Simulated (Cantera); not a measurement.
Charge: 1 mol SiCl₄, a varied amount of Cl₂, 1.2 mol H₂, equilibrated at 773 K and 0.200 bar.

These are equilibrium values from Cantera (NASA tables, ideal gas, pure condensed phases), not measurements of a reactor. Candidate condensed phases: Si; 19 gas species. The numbers say what is thermodynamically allowed, not how fast it happens.

x: gas mole fraction; nothing condenses.

| n(Cl₂) (mol) | x HCl | x SiCl₄ | x Cl₂ | x H₂ | x SiHCl₃ | x Cl |
|---|---|---|---|---|---|---|
| 0.5 | 0.371 | 0.370 | <1e-12 | 0.259 | ? | 1.56e-12 |
| 0.65 | 0.456 | 0.351 | <1e-12 | 0.193 | ? | 2.23e-12 |
| 0.83 | 0.548 | 0.330 | <1e-12 | 0.122 | ? | 3.36e-12 |
| 1.1 | 0.667 | 0.303 | <1e-12 | 0.0303 | ? | 8.21e-12 |
| 1.4 | 0.667 | 0.278 | 0.0556 | <1e-12 | <1e-12 | 2.58e-6 |
| 1.8 | 0.600 | 0.250 | 0.150 | <1e-12 | <1e-12 | 4.23e-6 |
| 2.3 | 0.533 | 0.222 | 0.244 | <1e-12 | <1e-12 | 5.40e-6 |
| 3 | 0.462 | 0.192 | 0.346 | <1e-12 | <1e-12 | 6.43e-6 |

Question: Fill in the missing entries.

Answer: 
- 0.5, x SiHCl₃: 0.000163
- 0.65, x SiHCl₃: 9.33e-5
- 0.83, x SiHCl₃: 4.63e-5
- 1.1, x SiHCl₃: 8.67e-6
